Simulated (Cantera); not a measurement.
An adiabatic, constant-volume homogeneous reactor starts with H2 : O2 : N2 = 1 : 0.217 : 1.22 (molar parts), at 1125 K and 0.710 bar.

Detailed kinetics in Cantera: the H2/O2 subset of GRI-Mech 3.0, which has no nitrogen chemistry.

One state of this run: T (K) = 2595; P (bar) = 1.51; x H2 = 0.246; x O2 = 3.47e-5; x H2O2 = 1.18e-8; x H = 0.0153; x HO2 = 4.05e-8; x OH = 0.00273; x O = 0.000110. x: mole fraction; the columns are a selection and need not sum to one.

Task: Which value of t (s) does it belong to?
A) 0.000612
B) 3.11e-5
C) 0.113
D) 0.000290

Result: C, 0.113
